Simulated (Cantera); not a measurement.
A diamond (100) surface in a fixed gas of H2 with x(CH4) = 0.009, x(CH3) = 3.2e-05, at 1375 K, 0.158 atm; coverages are run to steady state.

Model: the Harris–Goodwin 1993 mechanism for the reconstructed diamond (100) surface, integrated in Cantera.

θ: site fractions in the mechanism's names (c6HH fully hydrogenated, c6H* and c6*H radical sites, c6** diradical, c6HM methylated).

| x(H) | growth (µm/h) | θ c6HH | θ c6H* | θ c6*H | θ c6** |
|---|---|---|---|---|---|
| 0.0001 | (withheld) | 0.700 | 0.0282 | 0.268 | 0.00336 |
| 0.00022 | (withheld) | 0.574 | 0.0397 | 0.377 | 0.00918 |
| 0.00048 | (withheld) | 0.473 | 0.0483 | 0.459 | 0.0195 |
| 0.001 | (withheld) | 0.411 | 0.0531 | 0.504 | 0.0319 |
| 0.0023 | (withheld) | 0.371 | 0.0557 | 0.528 | 0.0450 |
| 0.005 | (withheld) | 0.352 | 0.0568 | 0.538 | 0.0534 |
| 0.011 | (withheld) | 0.343 | 0.0574 | 0.541 | 0.0584 |
| 0.024 | (withheld) | 0.338 | 0.0580 | 0.542 | 0.0610 |
| 0.052 | (withheld) | 0.336 | 0.0589 | 0.542 | 0.0625 |

Task: Complete the blanks.

Result: 
- 0.0001, growth (µm/h): 0.0188
- 0.00022, growth (µm/h): 0.0854
- 0.00048, growth (µm/h): 0.262
- 0.001, growth (µm/h): 0.547
- 0.0023, growth (µm/h): 0.952
- 0.005, growth (µm/h): 1.39
- 0.011, growth (µm/h): 2.01
- 0.024, growth (µm/h): 2.94
- 0.052, growth (µm/h): 4.24
